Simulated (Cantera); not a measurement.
Input (Python, Cantera):

```python
import numpy as np
import cantera as ct

gas = ct.Solution("gri30.yaml", transport_model="mixture-averaged")
show = ['CO2', 'O', 'H2O']

rows = []
print(f"{'T/K':>7s}{'rho':>11s}{'cp':>10s}{'mu':>11s}{'lambda':>11s}{'Pr':>7s}" + "".join(f"{'D_' + s:>11s}" for s in show))
for T in [400, 550, 700, 850, 1000, 1150, 1300]:
    gas.TPX = T, 100000, {'N2O': 0.56}
    Pr = gas.cp_mass * gas.viscosity / gas.thermal_conductivity
    D = [gas.mix_diff_coeffs_mole[gas.species_index(s)] for s in show]
    rows.append([gas.density, gas.cp_mass, gas.viscosity, gas.thermal_conductivity, Pr, *D])
    print(f"{T:7g}{gas.density:11.4e}{gas.cp_mass:10.1f}{gas.viscosity:11.4e}"
          f"{gas.thermal_conductivity:11.4e}{Pr:7.3f}" + "".join(f"{d:11.4e}" for d in D))
print("SI units: kg/m3, J/kg/K, Pa s, W/m/K, m2/s")
```

It prints:

```
    T/K        rho        cp         mu     lambda     Pr      D_CO2        D_O      D_H2O
    400 1.3234e+00     970.3 1.9459e-05 2.5465e-02  0.741 1.9465e-05 4.2546e-05 2.9593e-05
    550 9.6246e-01    1073.4 2.5486e-05 3.6994e-02  0.739 3.5051e-05 7.4249e-05 5.4904e-05
    700 7.5622e-01    1150.2 3.0799e-05 4.7945e-02  0.739 5.4011e-05 1.1229e-04 8.6401e-05
    850 6.2277e-01    1209.9 3.5602e-05 5.8249e-02  0.739 7.5989e-05 1.5609e-04 1.2337e-04
   1000 5.2935e-01    1254.7 4.0022e-05 6.7953e-02  0.739 1.0073e-04 2.0524e-04 1.6530e-04
   1150 4.6031e-01    1285.1 4.4145e-05 7.7125e-02  0.736 1.2806e-04 2.5944e-04 2.1181e-04
   1300 4.0720e-01    1311.4 4.8030e-05 8.5832e-02  0.734 1.5781e-04 3.1843e-04 2.6260e-04
SI units: kg/m3, J/kg/K, Pa s, W/m/K, m2/s
```

Detailed kinetics in Cantera: GRI-Mech 3.0 (53 species, 325 reactions). The composition is frozen, though it would react at the higher temperatures.
